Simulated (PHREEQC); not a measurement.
1.6 g of hydrous ferric oxide (600 m²/g; 0.2 weak and 0.005 strong sites per Fe, Dzombak-Morel constants, diffuse double layer) in 1 kg of water with 0.1 mol/kgw of an inert sodium salt and 0.00011 mol SrCl2 and 0.0012 mol MgCl2, at 25 °C; the pH is set by adding NaOH or the inert anion's acid. O2 is buffered at 0.21 atm. CO2 from the air is kept out. Nothing may precipitate in this run.

The series has 13 steps of pH, from 3 to 9.

Model: ion-association model, wateq4f.dat, run in PHREEQC.

Problem. Near which pH is half of the Mg sorbed, and on which side is more sorbed?

Solution. Near pH 8.0, with more sorbed at higher pH.

Problem. At which pH does the surface charge pass through zero?

Solution. Near pH 8.9.

Species that the database lacks are ignored. The oxide is taken as insoluble; below pH 4 it would dissolve.
